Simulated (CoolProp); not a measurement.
Values from CoolProp's reference Helmholtz-energy equation of state, Lemmon 2006. It is a short technical equation, of lower accuracy than the large ones.

Task: For carbonyl sulfide, give the phase and the isothermal compressibility (1/MPa), expansivity (1/kK) at 289.7 K and 20.4 bar; 384 K and 20.4 bar.

Result: 
- 289.7 K and 20.4 bar: liquid; isothermal compressibility 0.00351, expansivity 2.76
- 384 K and 20.4 bar: gas; isothermal compressibility 0.558, expansivity 3.76
